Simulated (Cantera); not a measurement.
An isothermal, constant-pressure homogeneous reactor starts with NH₃ : H₂ = 1 : 1.5 (molar parts), at 2250 K and 0.415 atm.

Detailed kinetics in Cantera: the gas-phase N/H chemistry of the illustrative SiF4/NH3 mechanism in the Surface Chemkin manual (1991). Walls and surfaces, which speed up NH3 decomposition in real reactors, are not modelled.

x: mole fraction; the columns are a selection and need not sum to one.

```
t (s)        x NH₃   x H₂     x NH₂    x N₂H₄    x N₂H₂     x N₂
--------  --------  -----  --------  --------  --------  -------
0.000300     0.385  0.608   0.00190   1.17e-7   6.62e-6  0.00433
0.000591     0.370  0.617   0.00185   1.11e-7   6.29e-6  0.00972
0.00117      0.343  0.635   0.00176   9.97e-8   5.71e-6   0.0196
0.00230      0.296  0.665   0.00159   8.16e-8   4.75e-6   0.0365
0.00453        ___  0.711       ___       ___       ___      ___
0.00892      0.134  0.769  0.000934   2.82e-8   1.88e-6   0.0944
0.0176      0.0517  0.821  0.000496   7.95e-9   6.66e-7    0.124
0.0346     0.00693  0.848  0.000134  5.77e-10   8.35e-8    0.140
0.0683    0.000242  0.847   9.32e-6  2.78e-12  6.78e-10    0.142
0.135      5.61e-5  0.847   2.20e-6    <1e-12  3.89e-11    0.142
0.265      2.22e-5  0.847   8.72e-7    <1e-12  6.59e-12    0.142
0.523          ___  0.847       ___    <1e-12  1.85e-12    0.142
1.03       5.08e-6  0.847   1.99e-7    <1e-12    <1e-12    0.142
2.03       2.81e-6  0.847   1.10e-7    <1e-12    <1e-12    0.142
4.00       1.93e-6  0.847   7.59e-8    <1e-12    <1e-12    0.142
```

Task: Some entries are withheld; supply them.

Result: 
- 0.00453, x NH₃: 0.224
- 0.00453, x NH₂: 0.00132
- 0.00453, x N₂H₄: 5.61e-8
- 0.00453, x N₂H₂: 3.40e-6
- 0.00453, x N₂: 0.0622
- 0.523, x NH₃: 1.02e-5
- 0.523, x NH₂: 4.01e-7
